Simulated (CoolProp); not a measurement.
A Linde-Hampson liquefier for CF4 (R14): isothermal reversible compression at 320 K from 1 atm to 10 MPa, throttling to 1 atm, return gas leaving the recuperator 0 K below the feed. Each further row changes one setting.

The numbers come from the reference Helmholtz-energy equation of state, Platzer 1990 in CoolProp. This equation is an older, rougher fit; its heat capacities, sound speeds and derivatives of the liquid may be far off and weren't checked against measurements.

```tsv
case	liquid yield per pass	compression work (kJ/kg of gas)
as stated	[?]	131
high pressure 20 MPa	0.226	[?]
warm-end temperature 350 K	[?]	[?]
warm-end gap 5 K	0.131	131
```

Problem. Some entries are withheld; supply them.

Solution. 
- as stated, liquid yield per pass: 0.145
- high pressure 20 MPa, compression work (kJ/kg of gas): 148
- warm-end temperature 350 K, liquid yield per pass: 0.106
- warm-end temperature 350 K, compression work (kJ/kg of gas): 146
